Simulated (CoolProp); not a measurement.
cis-2-butene at several states: fugacity coefficient from the reference equation and from simpler models built on Tc = 435.8 K, pc = 4.236 MPa, ω = 0.202; each cubic takes its own stable root.

Values from CoolProp's reference Helmholtz-energy equation of state, Lemmon 2005. It is a short technical equation, of lower accuracy than the large ones.

| T (K) | p (MPa) | phase | reference |
|---|---|---|---|
| 469.7 | 0.0458 | gas | 0.9971 |
| 297.9 | 1.33 | liquid | 0.1556 |
| 167.3 | 0.0119 | liquid | 0.004269 |
| 185.2 | 0.623 | liquid | 0.0006025 |

Task: How far does each simpler model (van der Waals, Soave-Redlich-Kwong, Peng-Robinson) lie from the reference over these 4 states: mean and median of the absolute difference, and the worst?

Result: 
- van der Waals: mean 8285.1 %, median 4990.9 %, worst +23158.4 % at 167.3 K and 0.0119 MPa
- Soave-Redlich-Kwong: mean 2.4 %, median 2.0 %, worst +5.8 % at 167.3 K and 0.0119 MPa
- Peng-Robinson: mean 12.0 %, median 9.2 %, worst +29.4 % at 167.3 K and 0.0119 MPa

At some of these states van der Waals gives the other phase, because its saturation line lies elsewhere.
